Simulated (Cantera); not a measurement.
A closed system holds: 1 mol V, 8.4 mol NH3, 5.2 mol N2, equilibrated at 675 °C and 10.0 mbar.

These are equilibrium values from Cantera (NASA tables, ideal gas, pure condensed phases), not measurements of a reactor. Candidate condensed phases: V, VN; 11 gas species. VN: taken at fixed stoichiometry. Condensed phases not in the tables: V2N. Rates play no part.

Q: What is the equilibrium state?

A: 
```json
{
  "x(H2)": "0.586",
  "x(N2)": "0.414",
  "x(NH3)": "2.41e-6",
  "n(VN(s))": "1.00 mol",
  "gas_amount": "21.50 mol",
  "log10 activity of V(s) (absent)": "-6.28"
}
```
